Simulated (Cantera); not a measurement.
A freely propagating, adiabatic, planar premixed flame of C3H8 : O2 : N2 = 1 : 4.55 : 14 (molar parts), unburnt at 698 K and 750 Torr; mixture-averaged transport, grid criteria slope 0.08 and curve 0.16, no radiation.

Computed with Cantera and GRI-Mech 3.0 (53 species, 325 reactions). GRI-Mech 3.0 was tuned for natural gas; its chemistry of propane as a main component is partial and can be far from experiment. Burning velocities carry a grid error of a few per cent, more on coarse grids.

x: mole fraction of selected species; z is measured from the peak of heat release.

```json
[
 {"z (mm)": "-0.623", "T (K)": "698", "u (m/s)": "2.64", "x C3H8": "0.0511", "x O2": "0.232", "x C2H6": "5.98e-8", "x H": "<1e-8", "x H2": "0.00129", "x OH": "<1e-8"},
 {"z (mm)": "-0.415", "T (K)": "699", "u (m/s)": "2.65", "x C3H8": "0.0510", "x O2": "0.232", "x C2H6": "1.17e-6", "x H": "<1e-8", "x H2": "0.00393", "x OH": "<1e-8"},
 {"z (mm)": "-0.311", "T (K)": "702", "u (m/s)": "2.67", "x C3H8": "0.0508", "x O2": "0.231", "x C2H6": "…", "x H": "…", "x H2": "…", "x OH": "…"},
 {"z (mm)": "-0.208", "T (K)": "734", "u (m/s)": "2.82", "x C3H8": "0.0500", "x O2": "0.226", "x C2H6": "0.000116", "x H": "3.49e-6", "x H2": "0.0145", "x OH": "1.32e-6"},
 {"z (mm)": "-0.104", "T (K)": "…", "u (m/s)": "4.13", "x C3H8": "…", "x O2": "…", "x C2H6": "0.00173", "x H": "…", "x H2": "…", "x OH": "…"},
 {"z (mm)": "-0.0519", "T (K)": "1458", "u (m/s)": "6.04", "x C3H8": "0.0135", "x O2": "0.141", "x C2H6": "0.00187", "x H": "0.00146", "x H2": "0.0355", "x OH": "0.000748"},
 {"z (mm)": "0", "T (K)": "1882", "u (m/s)": "8.03", "x C3H8": "0.000578", "x O2": "0.0862", "x C2H6": "0.000233", "x H": "0.00597", "x H2": "0.0364", "x OH": "0.00376"},
 {"z (mm)": "0.0519", "T (K)": "2100", "u (m/s)": "9.03", "x C3H8": "1.70e-6", "x O2": "0.0508", "x C2H6": "3.14e-6", "x H": "0.0113", "x H2": "0.0304", "x OH": "0.00894"},
 {"z (mm)": "0.104", "T (K)": "2165", "u (m/s)": "9.31", "x C3H8": "<1e-8", "x O2": "0.0342", "x C2H6": "1.09e-8", "x H": "0.0148", "x H2": "0.0254", "x OH": "0.0128"},
 {"z (mm)": "0.208", "T (K)": "2205", "u (m/s)": "9.43", "x C3H8": "<1e-8", "x O2": "0.0240", "x C2H6": "<1e-8", "x H": "0.0172", "x H2": "0.0232", "x OH": "0.0151"},
 {"z (mm)": "0.415", "T (K)": "2251", "u (m/s)": "9.57", "x C3H8": "<1e-8", "x O2": "0.0201", "x C2H6": "<1e-8", "x H": "0.0170", "x H2": "0.0236", "x OH": "0.0155"},
 {"z (mm)": "0.831", "T (K)": "2313", "u (m/s)": "9.78", "x C3H8": "<1e-8", "x O2": "0.0180", "x C2H6": "<1e-8", "x H": "0.0145", "x H2": "0.0229", "x OH": "0.0153"},
 {"z (mm)": "1.66", "T (K)": "2392", "u (m/s)": "10.1", "x C3H8": "<1e-8", "x O2": "0.0156", "x C2H6": "<1e-8", "x H": "0.0111", "x H2": "0.0211", "x OH": "0.0146"}
]
```

Problem. Some entries are withheld; supply them.

Solution. 
- -0.311, x C2H6: 8.56e-6
- -0.311, x H: 9.50e-8
- -0.311, x H2: 0.00733
- -0.311, x OH: 2.32e-8
- -0.104, T (K): 1040
- -0.104, x C3H8: 0.0379
- -0.104, x O2: 0.191
- -0.104, x H: 0.000189
- -0.104, x H2: 0.0281
- -0.104, x OH: 6.70e-5
